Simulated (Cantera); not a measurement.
A jet of 1.41 % CH4, 13.0 % O2, 85.6 % N2 at 300 K and 63.8 Torr hits a platinum plate 8.8 cm away at a mass flux of 0.063 kg/m²/s; the plate temperature is set and raised in steps from an oxygen-covered start.

Computed with Cantera and Deutschmann's 1995 Pt surface mechanism with GRI-Mech 3.0 gas chemistry. Catalytic surfaces can have several steady states; this one follows from the mechanism file's or the stated starting coverage.

One state of this run: wall x CH4 = 0.00284; wall x O2 = 0.106; wall x H2O = 0.0207; wall x OH = 9.95e-7; wall x CO = 3.47e-6; wall x CO2 = 0.0136; θ free Pt = 0.467; θ O* = 0.532. x: mole fraction at the wall; θ: surface coverage.

Task: Which value of plate T (K) does it belong to?
(A) 950
(B) 1100
(C) 900
(D) 1200

Result: B, 1100
